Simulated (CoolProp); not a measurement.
CHF3 (R23) along the isotherm 442 K: fugacity coefficient from the reference equation and from simpler models built on Tc = 299.3 K, pc = 48.32 bar, ω = 0.263; each cubic takes its own stable root.

Values from CoolProp's reference Helmholtz-energy equation of state, Penoncello 2003.

```
p (bar)          phase  reference  van der Waals  Redlich-Kwong  Soave-Redlich-Kwong  Peng-Robinson
-------  -------------  ---------  -------------  -------------  -------------------  -------------
26.8               gas     0.9545         0.9408         0.9451               0.9629         0.9507
53.7     supercritical     0.9119         0.8839              …               0.9293         0.9069
80.5     supercritical     0.8729              …         0.8483               0.8996              …
107      supercritical          …         0.7819         0.8078               0.8741              …
134      supercritical     0.8061         0.7391         0.7722                    …         0.8082
161      supercritical     0.7785         0.7046         0.7424               0.8345              …
188      supercritical     0.7551         0.6784         0.7181               0.8205         0.7662
215      supercritical     0.7357         0.6594         0.6989               0.8100         0.7512
242      supercritical     0.7199         0.6462         0.6839               0.8026         0.7395
```

Task: What belongs in the gaps?

Result: 
- 53.7, Redlich-Kwong: 0.8943
- 80.5, van der Waals: 0.8304
- 80.5, Peng-Robinson: 0.8687
- 107, reference: 0.8378
- 107, Peng-Robinson: 0.8362
- 134, Soave-Redlich-Kwong: 0.8523
- 161, Peng-Robinson: 0.7850
